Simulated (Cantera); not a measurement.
A Cantera script and its output.

```python
import numpy as np
import cantera as ct

gas = ct.Solution("gri30.yaml")
gas.TPX = 373, 100000, {'CH4': 1, 'O2': 1.43, 'N2': 4.71, 'H2O': 0.38}
flame = ct.FreeFlame(gas, width=0.04)
flame.set_refine_criteria(ratio=3, slope=0.08, curve=0.16)
flame.transport_model = "mixture-averaged"
flame.solve(loglevel=0, auto=True)
z, T = flame.grid, flame.T
thick = (T[-1] - T[0]) / np.gradient(T, z).max()
show = ['CH4', 'O2', 'H2O', 'CO', 'HO2', 'H2O2']
print(f"laminar burning velocity  {flame.velocity[0] * 100:.3f} cm/s")
print(f"burnt temperature         {T[-1]:.1f} K")
print(f"thermal thickness         {thick * 1e3:.4f} mm")
print(f"grid points               {len(z)}")
z0 = z[flame.heat_release_rate.argmax()]
print(f"{'z/mm':>9s}{'T/K':>9s}{'u/(m/s)':>9s}" + "".join(f"{s:>11s}" for s in show))
rows = []
for k in (-3, -2, -1.5, -1, -0.5, -0.25, 0, 0.25, 0.5, 1, 2, 4, 8):
    zz = z0 + k * thick
    rows.append([k * thick, np.interp(zz, z, T), np.interp(zz, z, flame.velocity),
                 *(np.interp(zz, z, flame.X[gas.species_index(s)]) for s in show)])
    print(f"{rows[-1][0] * 1e3:9.3f}{rows[-1][1]:9.1f}{rows[-1][2]:9.3f}" + "".join(f"{x:11.3e}" for x in rows[-1][3:]))
```

It prints:

```
laminar burning velocity  25.770 cm/s
burnt temperature         2057.9 K
thermal thickness         0.7599 mm
grid points               144
     z/mm      T/K  u/(m/s)        CH4         O2        H2O         CO        HO2       H2O2
   -2.280    373.3    0.259  1.325e-01  1.896e-01  5.042e-02  5.283e-06  2.111e-08  1.416e-08
   -1.520    376.6    0.262  1.316e-01  1.885e-01  5.056e-02  6.393e-05  2.556e-07  1.703e-07
   -1.140    394.4    0.276  1.294e-01  1.863e-01  5.233e-02  4.385e-04  1.810e-06  1.128e-06
   -0.760    522.9    0.372  1.191e-01  1.758e-01  6.641e-02  3.944e-03  1.949e-05  7.998e-06
   -0.380   1031.5    0.753  7.970e-02  1.280e-01  1.228e-01  2.446e-02  7.359e-05  1.865e-05
   -0.190   1437.0    1.064  4.480e-02  8.112e-02  1.686e-01  4.647e-02  7.809e-05  5.941e-06
    0.000   1795.6    1.344  1.325e-02  3.239e-02  2.102e-01  6.919e-02  2.936e-05  1.160e-06
    0.190   1960.2    1.470  2.379e-03  8.366e-03  2.268e-01  7.716e-02  4.527e-06  2.413e-07
    0.380   2008.5    1.504  5.245e-04  1.979e-03  2.286e-01  7.650e-02  7.807e-07  5.763e-08
    0.760   2030.5    1.517  6.145e-05  1.702e-04  2.266e-01  7.391e-02  7.605e-08  1.560e-08
    1.520   2039.8    1.522  4.746e-06  3.304e-05  2.255e-01  7.269e-02  2.386e-08  9.012e-09
    3.039   2046.9    1.527  2.707e-07  1.784e-05  2.257e-01  7.268e-02  1.215e-08  5.369e-09
    6.079   2052.9    1.531  1.206e-08  8.367e-06  2.261e-01  7.285e-02  4.964e-09  2.679e-09
```

Computed with Cantera and GRI-Mech 3.0 (53 species, 325 reactions). Burning velocities carry a grid error of a few per cent, more on coarse grids.
